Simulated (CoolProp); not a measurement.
Saturated liquid density (kg/m³) of R152A: the reference equation beside estimates from Tc = 386.4 K, pc = 4.517 MPa, ω = 0.275. Rackett uses Z = 0.29056 − 0.08775 ω.

The numbers come from the reference Helmholtz-energy equation of state, Outcalt 1996 in CoolProp. It is a modified Benedict-Webb-Rubin equation, recast in Helmholtz form.

```csv
T (K),reference,Rackett,Redlich-Kwong,Soave-Redlich-Kwong,Peng-Robinson
192.3,1123,?,?,926.1,1042
207.4,1094,1008,882.7,906.5,1021
222.4,1065,981.7,858.6,885.3,998.1
237.5,1035,954.4,832.6,861.9,973.1
252.5,1004,926.1,?,836.4,?
267.6,971.5,896.2,?,?,914.8
282.6,937.4,864.7,741.8,777.0,880.5
297.7,900.6,830.9,705.9,741.9,841.6
```

### Question
Some entries are withheld; supply them.

### Answer

- 192.3, Rackett: 1033
- 192.3, Redlich-Kwong: 905.2
- 252.5, Redlich-Kwong: 804.8
- 252.5, Peng-Robinson: 945.6
- 267.6, Redlich-Kwong: 774.5
- 267.6, Soave-Redlich-Kwong: 808.1

Absolute difference from the reference over all 8 rows, mean and median: Rackett 7.8 and 7.8 %, Redlich-Kwong 20.0 and 19.7 %, Soave-Redlich-Kwong 17.1 and 17.0 %, Peng-Robinson 6.3 and 6.2 %.
